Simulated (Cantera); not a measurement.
An isothermal, constant-pressure homogeneous reactor starts with N₂O = 1 (molar parts), at 1425 K and 510 Torr. Integrator tolerance rtol = 1e-08.

Computed with Cantera and GRI-Mech 3.0 (53 species, 325 reactions). GRI-Mech 3.0 was tuned for natural gas; its chemistry of N2O as a main component is partial and can be far from experiment. The temperature is held fixed by assumption; the heat of reaction is taken as removed at once.

Q: What does this change do: temperature 1425 to 1523 K?

A: 
| quantity | before | after |
|---|---|---|
| x(N₂O) at 10.0 s | 3.99e-6 (gas-phase equilibrium 4.61e-8) | 6.76e-6 (gas-phase equilibrium 7.34e-8) |
| x(NO₂) at 10.0 s | 0.000733 (gas-phase equilibrium 6.82e-6) | 0.000656 (gas-phase equilibrium 8.22e-6) |
| x(NO) at 10.0 s | 0.114 (gas-phase equilibrium 0.000968) | 0.143 (gas-phase equilibrium 0.00159) |
| x(O) at 10.0 s | 8.91e-7 (gas-phase equilibrium 9.77e-7) | 3.45e-6 (gas-phase equilibrium 3.88e-6) |
| x(N₂) at 10.0 s | 0.609 (gas-phase equilibrium 0.666) | 0.595 (gas-phase equilibrium 0.666) |

Q: What does this change do: temperature 1425 to 1098 K?

A: 
```csv
quantity,before,after
x(N₂O) at 10.0 s,3.99e-6 (gas-phase equilibrium 4.61e-8),0.536 (gas-phase equilibrium 5.55e-9)
x(NO₂) at 10.0 s,0.000733 (gas-phase equilibrium 6.82e-6),0.000183 (gas-phase equilibrium 2.91e-6)
x(NO) at 10.0 s,0.114 (gas-phase equilibrium 0.000968),0.0196 (gas-phase equilibrium 9.73e-5)
x(O) at 10.0 s,8.91e-7 (gas-phase equilibrium 9.77e-7),2.40e-7 (gas-phase equilibrium 1.67e-9)
x(N₂) at 10.0 s,0.609 (gas-phase equilibrium 0.666),0.300 (gas-phase equilibrium 0.667)
```
The mechanism lacks the step 2 NO + O2 → 2 NO2, which can matter for NO2 below about 1400 K.
